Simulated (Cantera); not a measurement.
A closed system holds: 1 mol PbO, 68 mol H₂, at 75.0 Torr.

Equilibrium computed with Cantera from the NASA thermochemical tables; the gas is ideal and each condensed phase is pure. Candidate condensed phases: H₂O, Pb, PbO, PbO₂, Pb₃O₄; 12 gas species. Kinetics and transport are ignored.

Q: Which condensed phases are stable at each of these points (T (K)): 1000, 1050, 1100, 1150, 1200, 1250, 1300, 1350, 1400, 1450?

A: 
```tsv
T (K)	condensed phases	Pb condensed (%)
1000	Pb(l)	98.9
1050	Pb(l)	96.8
1100	Pb(l)	91.8
1150	Pb(l)	80.2
1200	Pb(l)	56.0
1250	Pb(l)	7.8
1300	gas only	0.0
1350	gas only	0.0
1400	gas only	0.0
1450	gas only	0.0
```

From 1000 K to 1250 K the condensed part is Pb(l). From 1300 K to 1450 K nothing is condensed.
